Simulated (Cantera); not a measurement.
Cantera run, input and output.

```python
import numpy as np
import cantera as ct

gas = ct.Solution("h2o2.yaml")
gas.TPX = 625, 13332, {'H2': 1, 'O2': 0.208, 'N2': 0.783, 'H2O': 0.22}
flame = ct.FreeFlame(gas, width=0.16)
flame.set_refine_criteria(ratio=3, slope=0.08, curve=0.16)
flame.transport_model = "mixture-averaged"
flame.solve(loglevel=0, auto=True)
z, T = flame.grid, flame.T
thick = (T[-1] - T[0]) / np.gradient(T, z).max()
show = ['H2', 'O2', 'H2O', 'HO2', 'OH', 'H']
print(f"laminar burning velocity  {flame.velocity[0] * 100:.3f} cm/s")
print(f"burnt temperature         {T[-1]:.1f} K")
print(f"thermal thickness         {thick * 1e3:.4f} mm")
print(f"grid points               {len(z)}")
z0 = z[flame.heat_release_rate.argmax()]
print(f"{'z/mm':>9s}{'T/K':>9s}{'u/(m/s)':>9s}" + "".join(f"{s:>11s}" for s in show))
rows = []
for k in (-3, -2, -1.5, -1, -0.5, -0.25, 0, 0.25, 0.5, 1, 2, 4, 8):
    zz = z0 + k * thick
    rows.append([k * thick, np.interp(zz, z, T), np.interp(zz, z, flame.velocity),
                 *(np.interp(zz, z, flame.X[gas.species_index(s)]) for s in show)])
    print(f"{rows[-1][0] * 1e3:9.3f}{rows[-1][1]:9.1f}{rows[-1][2]:9.3f}" + "".join(f"{x:11.3e}" for x in rows[-1][3:]))
```

It prints:

```
laminar burning velocity  658.409 cm/s
burnt temperature         2002.0 K
thermal thickness         6.0992 mm
grid points               144
     z/mm      T/K  u/(m/s)         H2         O2        H2O        HO2         OH          H
  -18.298    625.0    6.584  4.523e-01  9.408e-02  9.950e-02  7.058e-13  1.308e-17  1.644e-14
  -12.198    625.0    6.584  4.523e-01  9.408e-02  9.950e-02  1.875e-10  1.845e-14  2.489e-11
   -9.149    625.0    6.584  4.523e-01  9.408e-02  9.950e-02  7.043e-09  1.364e-12  1.973e-09
   -6.099    625.0    6.584  4.523e-01  9.407e-02  9.950e-02  1.146e-06  1.154e-09  6.086e-07
   -3.050    638.0    6.708  4.501e-01  9.381e-02  1.006e-01  5.373e-05  2.588e-05  5.352e-04
   -1.525    762.4    7.922  4.275e-01  8.953e-02  1.136e-01  3.578e-05  2.035e-04  9.749e-03
    0.000   1077.9   10.954  3.211e-01  5.291e-02  1.931e-01  1.287e-05  1.221e-03  6.281e-02
    1.525   1284.7   12.972  2.362e-01  7.160e-03  2.830e-01  1.564e-06  2.007e-03  1.006e-01
    3.050   1362.8   13.697  2.299e-01  1.046e-03  2.965e-01  2.128e-07  2.214e-03  9.826e-02
    6.099   1449.6   14.478  2.369e-01  5.047e-04  2.992e-01  9.507e-08  2.608e-03  8.650e-02
   12.198   1548.7   15.351  2.463e-01  4.097e-04  3.014e-01  7.166e-08  2.938e-03  7.188e-02
   24.397   1651.5   16.237  2.560e-01  2.938e-04  3.043e-01  4.984e-08  3.035e-03  5.642e-02
   48.794   1748.4   17.053  2.651e-01  1.809e-04  3.074e-01  3.165e-08  2.817e-03  4.169e-02
```

Computed with Cantera and the H2/O2 subset of GRI-Mech 3.0, which has no nitrogen chemistry. Burning velocities carry a grid error of a few per cent, more on coarse grids.
